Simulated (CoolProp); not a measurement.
A single-stage vapour-compression cycle with 1,2-dichloroethane: evaporating at 327.15 K (dew point), condensing at 387.15 K (bubble point), superheat 2 K, subcooling 2 K, compressor efficiency 0.65, no pressure losses. Each further row changes one setting.

Computed with CoolProp (reference Helmholtz-energy equation of state, Thol 2015).

| case | cooling COP | pressure ratio | discharge temperature (K) | refrigerating effect (kJ/kg) | volumetric capacity (kJ/m³) |
|---|---|---|---|---|---|
| as stated | 3.05 | 6.64 | 428.1 | 263 | 350 |
| evaporating temperature 332.15 K | 3.43 | 5.50 | … | … | … |
| condensing temperature 382.15 K | 3.38 | … | … | 270 | 360 |
| subcooling 7 K | 3.13 | 6.64 | 428.1 | 270 | 360 |
| superheat 12 K | 3.05 | 6.64 | 439.7 | 271 | … |
| compressor efficiency 0.55 | … | 6.64 | 443.9 | 263 | 350 |

**Question.** Fill in the missing entries.

**Answer.** 
- evaporating temperature 332.15 K, discharge temperature (K): 423.8
- evaporating temperature 332.15 K, refrigerating effect (kJ/kg): 267
- evaporating temperature 332.15 K, volumetric capacity (kJ/m³): 424
- condensing temperature 382.15 K, pressure ratio: 5.82
- condensing temperature 382.15 K, discharge temperature (K): 421.0
- superheat 12 K, volumetric capacity (kJ/m³): 351
- compressor efficiency 0.55, cooling COP: 2.58
